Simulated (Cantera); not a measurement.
What does this Cantera script print?

```python
import numpy as np
import cantera as ct

gas = ct.Solution("gri30.yaml", transport_model="multicomponent")
show = ['H2', 'OH', 'C2H2']

rows = []
print(f"{'T/K':>7s}{'rho':>11s}{'cp':>10s}{'mu':>11s}{'lambda':>11s}{'Pr':>7s}" + "".join(f"{'D_' + s:>11s}" for s in show))
for T in [400, 500, 600, 700, 800, 900]:
    gas.TPX = T, 13332, {'C2H4': 0.3}
    Pr = gas.cp_mass * gas.viscosity / gas.thermal_conductivity
    D = [gas.mix_diff_coeffs_mole[gas.species_index(s)] for s in show]
    rows.append([gas.density, gas.cp_mass, gas.viscosity, gas.thermal_conductivity, Pr, *D])
    print(f"{T:7g}{gas.density:11.4e}{gas.cp_mass:10.1f}{gas.viscosity:11.4e}"
          f"{gas.thermal_conductivity:11.4e}{Pr:7.3f}" + "".join(f"{d:11.4e}" for d in D))
print("SI units: kg/m3, J/kg/K, Pa s, W/m/K, m2/s")
```

Result:

```
    T/K        rho        cp         mu     lambda     Pr       D_H2       D_OH     D_C2H2
    400 1.1246e-01    1876.5 1.3349e-05 3.3468e-02  0.748 7.7888e-04 3.1338e-04 1.6377e-04
    500 8.9968e-02    2220.0 1.6342e-05 4.8402e-02  0.750 1.1433e-03 4.6509e-04 2.4807e-04
    600 7.4973e-02    2528.6 1.9101e-05 6.4386e-02  0.750 1.5591e-03 6.3873e-04 3.4561e-04
    700 6.4263e-02    2785.0 2.1665e-05 8.0425e-02  0.750 2.0227e-03 8.3272e-04 4.5532e-04
    800 5.6230e-02    2990.8 2.4066e-05 9.5982e-02  0.750 2.5315e-03 1.0459e-03 5.7636e-04
    900 4.9982e-02    3167.1 2.6332e-05 1.1128e-01  0.749 3.0835e-03 1.2772e-03 7.0808e-04
SI units: kg/m3, J/kg/K, Pa s, W/m/K, m2/s
```

Computed with Cantera and GRI-Mech 3.0 (53 species, 325 reactions).
